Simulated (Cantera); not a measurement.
# Hydrocarbon pyrolysis for carbon deposition

An isothermal, constant-pressure homogeneous reactor starts with CH4 : N2 = 1 : 3.3 (molar parts), at 1475 K and 0.825 Torr.

Model: GRI-Mech 3.0 (53 species, 325 reactions), integrated in Cantera. GRI-Mech 3.0 stops at C3 and has no aromatics, soot or wall deposition, so with more carbon than oxygen in the feed, carbon stays in small species such as C2H2 where larger ones or solid carbon would form. Radical loss at walls, strong at low pressure, is not modelled.

| t (s) | x CH4 | x CH2 | x HCN | x C2H2 | x H |
|---|---|---|---|---|---|
| 0.000300 | 0.233 | <1e-12 | <1e-12 | <1e-12 | 1.18e-8 |
| 0.00135 | 0.233 | <1e-12 | <1e-12 | <1e-12 | 1.57e-8 |
| 0.00606 | 0.233 | <1e-12 | <1e-12 | <1e-12 | 1.57e-8 |
| 0.0272 | 0.233 | 2.93e-12 | <1e-12 | <1e-12 | 1.58e-8 |
| 0.122 | 0.233 | 5.55e-11 | <1e-12 | 1.24e-10 | 1.62e-8 |
| 0.551 | 0.232 | 1.08e-9 | <1e-12 | 5.54e-8 | 2.60e-8 |
| 2.47 | 0.231 | 1.96e-8 | 1.22e-12 | 2.89e-5 | 2.70e-7 |
| 11.1 | 0.190 | 1.46e-7 | 1.89e-9 | 0.0109 | 1.29e-5 |
| 50.0 | 0.0770 | 8.05e-8 | 5.13e-8 | 0.0622 | 5.13e-5 |
x: mole fraction; the columns are a selection and need not sum to one.

Equilibrium at this temperature and pressure: CH4 4.21e-5, CH2 3.74e-10, HCN 0.0842, C2H2 0.0522, H 0.000209 (gas phase only).
